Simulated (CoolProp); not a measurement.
Vapour-liquid equilibrium of n-butane (1) + n-decane (2) at 376.3 K; x and y are mole fractions of (1).

Computed with CoolProp (multi-fluid Helmholtz-energy mixture model, Bücker 2006 and Lemmon 2006; pair parameters Kunz 2012).

Q: Give the bubble pressure and the first vapour's composition at x = 0.05, 0.2, 0.5. Is there an azeotrope?

A: x = 0.05: 0.08316 MPa, y = 0.870; x = 0.2: 0.2962 MPa, y = 0.965; x = 0.5: 0.7287 MPa, y = 0.988. No azeotrope shows between x = 0.05 and 0.95.

The pair parameters rest on a limited set of measurements; away from them the model extrapolates.
